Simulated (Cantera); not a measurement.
Thermodynamics of thermal oxidation and active oxidation of silicon, feed Si + H₂O + N₂ + Cl₂

Charge: 1 mol Si, 2.1 mol H₂O, 71 mol N₂, 0.0011 mol Cl₂, held at 6.30 mbar.

These are equilibrium values from Cantera (NASA tables, ideal gas, pure condensed phases), not measurements of a reactor. Candidate condensed phases: H₂O, NH₄Cl, Si, SiO₂, Si₂N₂O, Si₃N₄; 47 gas species. The tables hold silica as quartz up to 1696 K and as liquid above; real silica turns to tridymite and cristobalite and melts near 1996 K. Kinetics and transport are ignored.

```csv
T (K),log p N₂,log p H₂,log p H₂O,log p SiO,log p H,n SiO₂(β-quartz),n SiO₂(condensed)
1323,-2.21,-3.76,-5.06,-10.00,-7.68,1.000,0
1373,-2.21,-3.76,-5.06,-9.21,-7.36,1.000,0
1423,-2.21,-3.76,-5.06,-8.49,-7.06,1.000,0
1473,-2.21,-3.76,-5.06,-7.81,-6.78,1.000,0
1523,-2.21,-3.76,-5.06,-7.18,-6.52,0.999,0
1573,-2.21,-3.77,-5.05,-6.61,-6.27,0.997,0
1623,-2.21,-3.77,-5.03,-6.08,-6.04,0.990,0
1673,-2.21,-3.77,-4.96,-5.63,-5.83,0.973,0
1723,-2.21,-3.78,-4.85,-5.27,-5.63,0,0.937
1773,-2.21,-3.80,-4.72,-4.97,-5.44,0,0.876
1823,-2.21,-3.82,-4.56,-4.73,-5.27,0,0.781
1873,-2.22,-3.86,-4.41,-4.52,-5.12,0,0.645
```
log p: log10 of the partial pressure in bar; n: condensed amount in mol.

From 1323 K to 1673 K the condensed part is SiO₂(β-quartz). From 1723 K to 1873 K the condensed part is SiO₂(condensed). The main Si-bearing gas is SiO throughout.
